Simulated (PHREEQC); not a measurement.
Dissolve 0.00088 mol/kgw Sr(OH)2 and 0.00025 mol/kgw CdCl2 at 20 °C. Closed to the air; pH follows from the charge balance.

All values are PHREEQC results (ion-association model, wateq4f.dat), not measurements.

Each row changes one thing in this solution. Precipitation was switched off in this run.

```
case                                         pH  ionic strength (mol/kgw)  Cd(OH)2 (mol/kgw)  CdOH+ (mol/kgw)  SrOH+ (mol/kgw)  Cd(OH)3- (mol/kgw)  SI of CdOHCl (CdOHCl)  SI of Cd(OH)2 (Cd(OH)2)
----------------------------------------  -----  ------------------------  -----------------  ---------------  ---------------  ------------------  ---------------------  -----------------------
as made                                   11.25                   0.00265           0.000222          1.69e-5          6.74e-6             4.67e-6                  -1.49                    +3.05
Sr(OH)2 from 0.00088 to 0.00176 mol/kgw     ___                   0.00523           0.000228          7.74e-6          2.89e-5             1.13e-5                  -1.85                    +3.06
2.3e-05 mol/kgw KCl added                 11.25                   0.00267           0.000222          1.69e-5          6.73e-6             4.67e-6                  -1.48                    +3.05
CdCl2 from 0.00025 to 0.000225 mol/kgw    11.26                   0.00265           0.000201          1.47e-5              ___             4.38e-6                  -1.60                    +3.00
Sr(OH)2 from 0.00088 to 0.0044 mol/kgw    12.03                    0.0129           0.000217          2.93e-6         0.000166             2.91e-5                  -2.30                    +3.04
Sr(OH)2 from 0.00088 to 0.000176 mol/kgw  10.19                  0.000847            7.87e-5          6.67e-5          1.27e-7                 ___                  -0.89                    +2.60
CdCl2 from 0.00025 to 0.0025 mol/kgw       9.99                   0.00579           0.000267         0.000375          3.53e-7             3.21e-7                  +0.74                    +3.13
```

Complete the blanks.


- Sr(OH)2 from 0.00088 to 0.00176 mol/kgw, pH: 11.61
- CdCl2 from 0.00025 to 0.000225 mol/kgw, SrOH+ (mol/kgw): 6.98e-6
- Sr(OH)2 from 0.00088 to 0.000176 mol/kgw, Cd(OH)3- (mol/kgw): 1.42e-7

Species that the database lacks are ignored. Some of these states are supersaturated (in Cd(OH)2, CdOHCl, for instance).
